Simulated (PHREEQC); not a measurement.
Make-up at 25 °C: 1.7 mol NaCl and 0.00023 mol H4SiO4 per kg of water. Closed to the air; pH follows from the charge balance.

All values are PHREEQC results (Pitzer model, pitzer.dat), not measurements.

| Quantity | Value |
|---|---|
| pH | 6.40 |
| ionic strength | 1.70 mol/kgw |
| activity of water | 0.942 |
| density | 1.062 g/cm³ |
| osmotic coefficient | 0.968 |

```
species  molality  activity   log γ
-------  --------  --------  ------
Cl-          1.70     0.984  -0.237
Na+          1.70      1.28  -0.123
H4SiO4   0.000230  0.000278   0.084
H+        3.31e-7   3.99e-7   0.081
H3SiO4-   2.83e-7   1.03e-7  -0.439
OH-       4.84e-8   2.39e-8  -0.306
```

No solid was allowed to form. In brines, pH and single-ion activities rest on the MacInnes convention.
